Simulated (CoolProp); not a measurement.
R115 along the isobar 0.369 MPa: Z from the reference equation and from simpler models built on Tc = 80.0 °C, pc = 3.129 MPa, ω = 0.248; each cubic takes its own stable root.

Computed with CoolProp (reference Helmholtz-energy equation of state, Lemmon 2016).

| T (°C) | phase | reference | van der Waals | Soave-Redlich-Kwong |
|---|---|---|---|---|
| -25.65 | liquid | 0.01848 | 0.9126 | 0.01956 |
| -9.15 | liquid | 0.01809 | 0.9256 | 0.01929 |
| 7.25 | gas | 0.9103 | 0.9359 | 0.9108 |
| 23.75 | gas | 0.9274 | 0.9444 | 0.9261 |
| 40.15 | gas | 0.9400 | 0.9513 | 0.9381 |
| 56.65 | gas | 0.9498 | 0.9572 | 0.9479 |
| 73.15 | gas | 0.9576 | 0.9621 | 0.9559 |
| 89.55 | gas | 0.9638 | 0.9663 | 0.9624 |
| 106.05 | gas | 0.9690 | 0.9699 | 0.9680 |
| 122.45 | gas | 0.9732 | 0.9730 | 0.9726 |
| 138.95 | gas | 0.9768 | 0.9757 | 0.9765 |

At some of these states van der Waals gives the other phase, because its saturation line lies elsewhere.
